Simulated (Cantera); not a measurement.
Ignition delay

Mixture: 29.6 % CO, 1.33 % H2, 14.1 % O2, 53.0 % N2, 2.07 % CO2, equivalence ratio 1.1, at 100000 Pa, adiabatic and at constant volume. Ignition delay is the time to a rise of 400 K.

Computed with Cantera and GRI-Mech 3.0 (53 species, 325 reactions). Where the delays flatten at high temperature, the 400 K rule measures the pace of heat release, not the induction time.

```json
[
 {"T0 (K)": "1100", "delay (ms)": "0.279"},
 {"T0 (K)": "1150", "delay (ms)": "0.200"},
 {"T0 (K)": "1200", "delay (ms)": "0.156"},
 {"T0 (K)": "1250", "delay (ms)": "0.129"},
 {"T0 (K)": "1300", "delay (ms)": "0.111"},
 {"T0 (K)": "1350", "delay (ms)": "0.0983"},
 {"T0 (K)": "1400", "delay (ms)": "0.0893"},
 {"T0 (K)": "1450", "delay (ms)": "0.0830"},
 {"T0 (K)": "1500", "delay (ms)": "0.0785"}
]
```
